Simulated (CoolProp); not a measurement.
Computed with CoolProp (reference Helmholtz-energy equation of state, Thol 2022).

**Question.** For vinyl chloride, give the phase and the density (kg/m³), isothermal compressibility (1/MPa), expansivity (1/kK) at 156.85 °C and 64.7 bar; 156.85 °C and 273 bar.

**Answer.** 
- 156.85 °C and 64.7 bar: supercritical; density 483, isothermal compressibility 0.253, expansivity 36.0
- 156.85 °C and 273 bar: supercritical; density 739, isothermal compressibility 0.00558, expansivity 2.35
